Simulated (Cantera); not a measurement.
A Cantera script and its output.

```python
import numpy as np
import cantera as ct

gas = ct.Solution("gri30.yaml")
gas.TPX = 600, 101325, {'CH4': 1, 'C2H6': 0.074, 'O2': 2.46, 'N2': 9.23}
flame = ct.FreeFlame(gas, width=0.04)
flame.set_refine_criteria(ratio=3, slope=0.08, curve=0.16)
flame.transport_model = "mixture-averaged"
flame.solve(loglevel=0, auto=True)
z, T = flame.grid, flame.T
thick = (T[-1] - T[0]) / np.gradient(T, z).max()
show = ['CH4', 'C2H6', 'O2', 'O', 'CO', 'CH2CO']
print(f"laminar burning velocity  {flame.velocity[0] * 100:.3f} cm/s")
print(f"burnt temperature         {T[-1]:.1f} K")
print(f"thermal thickness         {thick * 1e3:.4f} mm")
print(f"grid points               {len(z)}")
z0 = z[flame.heat_release_rate.argmax()]
print(f"{'z/mm':>9s}{'T/K':>9s}{'u/(m/s)':>9s}" + "".join(f"{s:>11s}" for s in show))
rows = []
for k in (-3, -2, -1.5, -1, -0.5, -0.25, 0, 0.25, 0.5, 1, 2, 4, 8):
    zz = z0 + k * thick
    rows.append([k * thick, np.interp(zz, z, T), np.interp(zz, z, flame.velocity),
                 *(np.interp(zz, z, flame.X[gas.species_index(s)]) for s in show)])
    print(f"{rows[-1][0] * 1e3:9.3f}{rows[-1][1]:9.1f}{rows[-1][2]:9.3f}" + "".join(f"{x:11.3e}" for x in rows[-1][3:]))
```

It prints:

```
laminar burning velocity  125.651 cm/s
burnt temperature         2331.7 K
thermal thickness         0.3305 mm
grid points               146
     z/mm      T/K  u/(m/s)        CH4       C2H6         O2          O         CO      CH2CO
   -0.992    600.1    1.258  7.828e-02  5.794e-03  1.926e-01  3.192e-13  2.095e-06  5.187e-10
   -0.661    601.2    1.262  7.808e-02  5.785e-03  1.922e-01  4.141e-11  2.477e-05  1.017e-08
   -0.496    607.1    1.277  7.754e-02  5.769e-03  1.915e-01  1.543e-09  1.562e-04  1.081e-07
   -0.331    649.8    1.373  7.474e-02  5.674e-03  1.879e-01  7.393e-08  1.256e-03  1.673e-06
   -0.165    978.4    2.096  5.603e-02  4.538e-03  1.605e-01  1.062e-05  1.239e-02  4.408e-05
   -0.083   1369.3    2.967  3.235e-02  2.210e-03  1.221e-01  1.329e-04  2.935e-02  1.554e-04
    0.000   1749.7    3.825  8.343e-03  1.572e-04  7.565e-02  1.097e-03  4.715e-02  1.694e-04
    0.083   1909.9    4.176  6.838e-04  6.276e-07  4.788e-02  3.686e-03  4.666e-02  2.994e-05
    0.165   1956.2    4.263  2.937e-05  7.334e-10  3.794e-02  5.180e-03  3.816e-02  1.661e-06
    0.331   2009.7    4.353  8.513e-08  1.528e-14  3.239e-02  5.299e-03  2.830e-02  5.690e-09
    0.661   2078.9    4.479  5.711e-12  6.748e-21  2.912e-02  4.420e-03  2.242e-02  6.098e-13
    1.322   2158.7    4.628  6.382e-17  2.927e-28  2.630e-02  3.156e-03  1.881e-02  1.372e-18
    2.644   2234.2    4.766  2.373e-17  1.590e-29  2.349e-02  2.028e-03  1.489e-02  1.958e-19
```

Cantera simulation using GRI-Mech 3.0 (53 species, 325 reactions); the numbers are that mechanism's predictions, not measurements. Burning velocities carry a grid error of a few per cent, more on coarse grids.
